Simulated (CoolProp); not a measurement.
Vapour-liquid equilibrium of n-hexane (1) + hexamethyldisiloxane (MM) (2) at 0.0346 MPa; x and y are mole fractions of (1).

Computed with CoolProp (multi-fluid Helmholtz-energy mixture model, Thol 2019 and Thol 2016; pair parameters Bell 2016).

```
x      bubble temperature (°C)  y at the bubble point  dew temperature at overall composition x (°C)  liquid density (mol/L)
-----  -----------------------  ---------------------  ---------------------------------------------  ----------------------
0.05                      65.4                  0.116                                           66.6                   4.500
0.125                     62.6                  0.263                                           65.3                   4.667
0.2                       60.1                  0.386                                           63.9                   4.841
0.275                     57.7                  0.492                                           62.4                   5.024
0.35                      55.4                  0.585                                           60.9                   5.217
0.425                     53.1                  0.666                                           59.2                   5.421
0.5                       50.9                  0.737                                           57.5                   5.637
0.575                     48.8                  0.799                                           55.6                   5.866
0.65                      46.7                  0.852                                           53.6                   6.108
0.725                     44.7                  0.897                                           51.4                   6.366
0.8                       42.7                  0.934                                           48.8                   6.640
0.875                     40.9                  0.964                                           45.7                   6.931
0.95                      39.1                  0.988                                           41.8                   7.241
```

No azeotrope shows between x = 0.05 and 0.95.

Pair parameters are fitted to limited data, so mixtures are less certain than the pure fluids.
